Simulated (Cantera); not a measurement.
Charge: 1 mol Si, 3.3 mol HCl, 55 mol N2, held at 1625 K and 1.10 mbar.

Method: chemical equilibrium by Gibbs-energy minimisation in Cantera with the NASA 1993 tables (ideal gas, pure condensed phases). Candidate condensed phases: NH4Cl, Si, Si3N4; 28 gas species. The tables' values for SiCl3, SiCl are old estimates; treat these amounts as uncertain. Kinetics and transport are ignored.

Q: What is the equilibrium state?

A: 
```
Property                             Result
--------------------------------  ---------
x(N2)                                 0.943
x(HCl)                               0.0220
x(H2)                                0.0172
x(SiCl2)                             0.0170
x(Cl)                              0.000281
x(H)                               0.000279
x(SiCl3)                           0.000112
x(SiCl)                             3.87e-5
x(Si)                               2.55e-5
gas amount                        58.32 mol
log10 activity of Si(s) (absent)      -0.76
```
